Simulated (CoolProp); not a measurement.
Dodecamethylcyclohexasiloxane (D6) along the isobar 0.281 MPa: Z from the reference equation and from simpler models built on Tc = 645.8 K, pc = 0.9614 MPa, ω = 0.736; each cubic takes its own stable root.

Computed with CoolProp (reference Helmholtz-energy equation of state, Colonna 2008). It is a short technical equation, of lower accuracy than the large ones.

```csv
T (K),phase,reference,van der Waals,Redlich-Kwong,Soave-Redlich-Kwong,Peng-Robinson
279,liquid,0.05445,0.09926,0.06676,0.06355,0.05679
286.3,liquid,0.05349,0.09726,0.06545,0.06217,0.05554
293.6,liquid,0.05259,0.09538,0.06421,0.06087,0.05436
300.9,liquid,0.05174,0.09360,0.06305,0.05964,0.05325
308.2,liquid,0.05093,0.09192,0.06195,0.05848,0.05220
315.5,liquid,0.05017,0.09033,0.06092,0.05738,0.05121
322.8,liquid,0.04946,0.08882,0.05995,0.05634,0.05027
330,liquid,0.04879,0.08742,0.05904,0.05538,0.04939
337.3,liquid,0.04815,0.08607,0.05818,0.05445,0.04855
344.6,liquid,0.04754,0.08480,0.05737,0.05357,0.04775
351.9,liquid,0.04697,0.08359,0.05660,0.05274,0.04700
359.2,liquid,0.04643,0.08246,0.05588,0.05195,0.04628
366.5,liquid,0.04591,0.08138,0.05521,0.05121,0.04561
373.8,liquid,0.04543,0.08036,0.05458,0.05051,0.04497
381.1,liquid,0.04498,0.07940,0.05399,0.04985,0.04437
388.4,liquid,0.04455,0.07850,0.05344,0.04923,0.04380
```
